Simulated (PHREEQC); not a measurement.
Dissolve 0.024 mol/kgw ZnSO4, 0.0008 mol/kgw KCl and 0.00012 mol/kgw H2SO4 at 55 °C. Closed to the air; pH follows from the charge balance.

The numbers come from PHREEQC with the ion-association model, wateq4f.dat.

Each row changes one thing in this solution. This is a speciation only: nothing precipitates in the calculation.

```csv
case,pH,ionic strength (mol/kgw),Zn+2 (mol/kgw),SO4-2 (mol/kgw),ZnSO4 (mol/kgw),Zn(SO4)2-2 (mol/kgw),SI of Goslarite (ZnSO4:7H2O),SI of Zincite(c) (ZnO)
as made,4.03,0.0551,0.0136,0.0127,0.00957,0.000828,-2.74,-3.84
0.00079 mol/kgw AgNO3 added,4.02,0.0558,0.0136,0.0127,0.00953,0.000824,-2.74,-3.84
H2SO4 from 0.00012 to 2.4e-05 mol/kgw,4.70,0.0550,0.0136,0.0127,0.00957,0.000828,-2.74,-2.50
H2SO4 from 0.00012 to 0.00024 mol/kgw,3.73,0.0553,0.0136,0.0127,0.00956,0.000828,-2.74,-4.44
KCl from 0.0008 to 8e-05 mol/kgw,4.03,0.0544,0.0135,0.0127,0.00962,0.000831,-2.74,-3.84
temperature from 55 to 25 °C,3.89,0.0575,0.0141,0.0132,0.00888,0.000977,-2.46,-5.54
ZnSO4 from 0.024 to 0.0024 mol/kgw,3.76,0.00865,0.00190,0.00196,0.000486,6.35e-6,-4.03,-5.04
```

Some of these states are supersaturated (in Cerargyrite, for instance). At this temperature some constants are extrapolated from 25 °C, and those without enthalpy data are left unchanged.
